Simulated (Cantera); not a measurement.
A closed system holds: 1 mol (CH3)2SiCl2, 1.8 mol HCl, 65 mol H2, equilibrated at 2300 K and 0.110 bar.

Equilibrium computed with Cantera from the NASA thermochemical tables; the gas is ideal and each condensed phase is pure. The feed counts by its element totals alone. The tables' values for SiCl are old estimates; treat these amounts as uncertain. Gases not in the tables: Si2H6 and higher silanes. The numbers say what is thermodynamically allowed, not how fast it happens.

```json
[
 {"species": "H2", "before": "0.914", "after": "0.921"},
 {"species": "HCl", "before": "0.0501", "after": "0.0506"},
 {"species": "H", "before": "0.0279", "after": "0.0219"},
 {"species": "Si", "before": "0.00122", "after": "0.000743"},
 {"species": "CH4", "before": "1.97e-5", "after": "3.27e-5"},
 {"species": "Si2C", "before": "9.89e-5", "after": "6.04e-5"},
 {"species": "SiC2", "before": "0.000168", "after": "0.000103"},
 {"species": "CH3", "before": "1.13e-5", "after": "1.46e-5"},
 {"species": "SiH", "before": "0.000142", "after": "0.000111"},
 {"species": "Cl", "before": "0.00110", "after": "0.000866"},
 {"species": "C(graphite), mol", "before": "0.586", "after": "0.546"},
 {"species": "SiC(s), mol", "before": "0.808", "after": "0.858"}
]
```
Gas species are given as mole fractions.

### Question
Which change was made?
A. temperature from 2300 K to 2523.15 K
B. temperature from 2300 K to 1125 K
C. pressure from 0.110 bar to 0.180 bar
D. temperature from 2300 K to 2575 K

### Answer
C, pressure from 0.110 bar to 0.180 bar
